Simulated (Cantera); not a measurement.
An adiabatic, constant-volume homogeneous reactor starts with 43.1 % H2, 12.0 % O2, 44.9 % N2, equivalence ratio 1.8, at 1575 K and 0.370 bar.

Detailed kinetics in Cantera: the H2/O2 subset of GRI-Mech 3.0, which has no nitrogen chemistry.

Problem. Predict: time of steepest temperature rise; temperature at 2.00 s; equilibrium temperature; x(H2) at 2.00 s; x(O2) at 2.00 s; x(O) at 2.00 s; x(H2O2) at 2.00 s; x(H2O) at 2.00 s.

Solution. 
```
Quantity                                                            Result
---------------------------------  ---------------------------------------
time of steepest temperature rise                                  28.9 µs
temperature at 2.00 s                                               2891 K
equilibrium temperature                                             2891 K
x(H2) at 2.00 s                        0.195 (gas-phase equilibrium 0.195)
x(O2) at 2.00 s                    0.00207 (gas-phase equilibrium 0.00207)
x(O) at 2.00 s                     0.00443 (gas-phase equilibrium 0.00443)
x(H2O2) at 2.00 s                  1.20e-7 (gas-phase equilibrium 1.20e-7)
x(H2O) at 2.00 s                       0.228 (gas-phase equilibrium 0.228)
```
